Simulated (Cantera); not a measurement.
A perfectly stirred reactor is fed with C₂H₆ : H₂ : N₂ = 1 : 13 : 0.35 (molar parts), at 0.132 atm; it is held at 1898 K, and followed from long to short residence time.

Model: GRI-Mech 3.0 (53 species, 325 reactions), integrated in Cantera. GRI-Mech 3.0 stops at C3 and has no aromatics, soot or wall deposition, so with more carbon than oxygen in the feed, carbon stays in small species such as C2H2 where larger ones or solid carbon would form.

Question: Predict: x(C₂H₆) at τ = 1.20 s; x(H₂) at τ = 1.20 s; x(C₂H₄) at τ = 1.20 s; x(C₂H) at τ = 1.20 s; x(CH₃) at τ = 1.20 s; x(C₂H₆) at τ = 15.0 ms; x(H₂) at τ = 15.0 ms; x(C₂H₄) at τ = 15.0 ms; x(C₂H) at τ = 15.0 ms; x(CH₃) at τ = 15.0 ms.

Answer: 
```json
{
  "x(C₂H₆) at τ = 1.20 s": "9.17e-7",
  "x(H₂) at τ = 1.20 s": "0.912",
  "x(C₂H₄) at τ = 1.20 s": "9.34e-5",
  "x(C₂H) at τ = 1.20 s": "1.74e-6",
  "x(CH₃) at τ = 1.20 s": "0.000233",
  "x(C₂H₆) at τ = 15.0 ms": "6.07e-5",
  "x(H₂) at τ = 15.0 ms": "0.896",
  "x(C₂H₄) at τ = 15.0 ms": "0.000399",
  "x(C₂H) at τ = 15.0 ms": "1.71e-6",
  "x(CH₃) at τ = 15.0 ms": "0.00173"
}
```
